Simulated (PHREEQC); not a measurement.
**Nickel, zinc or cadmium bath (model solution)**

Solution (25 °C): 0.075 mol/kgw ZnSO4 and 0.00058 mol/kgw NiCl2. Closed to the air; pH follows from the charge balance.

All values are PHREEQC results (ion-association model, wateq4f.dat), not measurements.

Each row changes one thing in this solution. Precipitation was switched off in this run.

| case | pH | ionic strength (mol/kgw) | SO4-2 (mol/kgw) | Cl- (mol/kgw) | Ni+2 (mol/kgw) | NiSO4 (mol/kgw) | SI of Morenosite (NiSO4:7H2O) |
|---|---|---|---|---|---|---|---|
| as made | 5.55 | 0.152 | 0.0303 | 0.00112 | 0.000360 | 0.000219 | -3.58 |
| ZnSO4 replaced by Al2(SO4)3 at the same molality | 3.87 | 0.225 | 0.0477 | 0.00116 | 0.000331 | 0.000248 | -3.52 |
| NiCl2 from 0.00058 to 0.00087 mol/kgw | 5.55 | 0.153 | 0.0303 | 0.00168 | 0.000540 | 0.000329 | -3.40 |
| ZnSO4 from 0.075 to 0.112 mol/kgw | 5.51 | 0.218 | 0.0401 | 0.00111 | 0.000353 | 0.000227 | -3.56 |
| ZnSO4 replaced by MnSO4 at the same molality | 6.37 | 0.170 | 0.0422 | 0.00110 | 0.000324 | 0.000256 | -3.51 |
| temperature from 25 to 55 °C | 5.21 | 0.147 | 0.0299 | 0.00104 | 0.000343 | 0.000237 | -3.85 |
| ZnSO4 replaced by Rb2SO4 at the same molality | 7.07 | 0.226 | 0.0747 | 0.00116 | 0.000266 | 0.000312 | -3.43 |
| ZnSO4 from 0.075 to 0.015 mol/kgw | 5.70 | 0.0393 | 0.00902 | 0.00114 | 0.000409 | 0.000171 | -3.70 |

Species that the database lacks are ignored. Some of these states are supersaturated (in Basaluminite, Gibbsite (slow to form), for instance). Away from 25 °C the constants follow the database's enthalpies or fits; those with neither stay at their 25 °C values.
